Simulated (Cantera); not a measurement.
**Equilibrium for boron, boron nitride and boron oxide: B2O3 + NH3 + N2**

Charge: 1 mol B2O3, 0.35 mol NH3, 0.14 mol N2, at 7.00 mbar.

Method: chemical equilibrium by Gibbs-energy minimisation in Cantera with the NASA 1993 tables (ideal gas, pure condensed phases). Candidate condensed phases: B, BN, B2O3, B3O3H3, H2O; 39 gas species. Mutual solubility and eutectic melting of coexisting phases are not modelled. The numbers say what is thermodynamically allowed, not how fast it happens.

```tsv
T (K)	x H2	x B2O3	x N2	x HBO2	x BO	x HBO	x B2O2	x H	n BN(s)	n B2O3(l)
1500	0.614	0.00310	0.371	0.00743	2.65e-5	0.00379	0.000174	0.000165	0.00129	0.992
1600	0.584	0.0209	0.360	0.0174	0.000278	0.0144	0.00205	0.000496	0	0.966
1700	0.483	0.112	0.314	0.0478	0.00155	0.0306	0.00901	0.00122	0	0.839
1800	0.218	0.449	0.170	0.0906	0.00615	0.0377	0.0248	0.00200	0	0
1900	0.209	0.437	0.170	0.0989	0.0134	0.0403	0.0247	0.00434	0	0
2000	0.198	0.422	0.168	0.108	0.0262	0.0413	0.0234	0.00866	0	0
2100	0.185	0.403	0.166	0.118	0.0461	0.0402	0.0207	0.0160	0	0
```
x: gas mole fraction; n: condensed amount in mol.

At 1500 K the condensed part is BN(s) + B2O3(l). From 1600 K to 1700 K the condensed part is B2O3(l). From 1800 K to 2100 K nothing is condensed. The main B-bearing gas is HBO2 at 1500 K and B2O3 at 2100 K.
